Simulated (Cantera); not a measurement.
A closed system holds: 1 mol H2O, 0.0045 mol SO2, 1.2 mol O2, equilibrated at 45.0 Pa.

Method: chemical equilibrium by Gibbs-energy minimisation in Cantera with the NASA 1993 tables (ideal gas, pure condensed phases). Candidate condensed phases: H2O, H2SO4, S; 34 gas species. Ions and electrons are included (thermal ionisation). The numbers say what is thermodynamically allowed, not how fast it happens. All values below are at 4000 K.

Base state: O 0.630, H 0.369, S 0.000824, O2 8.05e-5, OH 7.33e-5, H2 2.42e-5 (mole fractions); condensed: gas only.

**Question.** What changes in the equilibrium state with this change: H2O replaced by NH3?

**Answer.** 
| species | before | after |
|---|---|---|
| H | 0.369 | 0.502 |
| O | 0.630 | 0.402 |
| N2 | 0 | 0.0722 |
| N | 0 | 0.0225 |
| NO | 0 | 0.000447 |
| NO+ | 0 | 1.49e-5 |
| O2 | 8.05e-5 | 3.29e-5 |
| e- | 7.50e-6 | 1.77e-5 |
| H2 | 2.42e-5 | 4.46e-5 |
